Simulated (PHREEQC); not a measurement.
Reverse-osmosis reject

Model water analysis in mg/kgw, 29 °C, pH 7.02, pe -0.5: Na 103; K 3.11; Ca 311; Mg 26.6; Cl 569; S(6) as SO4 239; Alkalinity as HCO3 50.2; Fe(2) 0.216; Br 43.7; N(-3) as NH4 0.106.

Valence states are taken as typed.

The numbers come from PHREEQC with the ion-association model, wateq4f.dat.

No solid was allowed to form.

### Question
What ionic strength, charge-balance error does the model give?

### Answer
ionic strength 0.0304 mol/kgw; charge-balance error -0.3 %.

### Question
In which forms is C present?

### Answer
HCO3- 81 %, CO2 14 %, CaHCO3+ 4.1 %, MgHCO3+ 0.5 % of the C.
